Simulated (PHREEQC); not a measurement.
Consider water at 25 °C with 28 mmol/kgw H3PO4, 0.84 mmol/kgw HNO3 and 0.0029 mmol/kgw H4SiO4. Closed to the air; pH follows from the charge balance.

All values are PHREEQC results (ion-association model, wateq4f.dat), not measurements.

```csv
quantity,before,after
pH,1.96,3.73
ionic strength (mol/kgw),0.0122,0.0282
H3PO4 (mol/kgw),0.0166,0.000642
H2PO4- (mol/kgw),0.0114,0.0273
HPO4-2 (mol/kgw),8.88e-8,1.45e-5
```

Q: What was changed between the two runs?
(A) temperature from 25 to 45 °C
(B) H3PO4 from 0.028 to 0.28 mol/kgw
(C) H3PO4 replaced by KH2PO4 at the same molality
(D) H4SiO4 left out
(E) diluted 10-fold with water

A: C, H3PO4 replaced by KH2PO4 at the same molality

Precipitation was switched off in this run. H3PO4, which wateq4f.dat lacks, is added to it with the constant of phreeqc.dat.
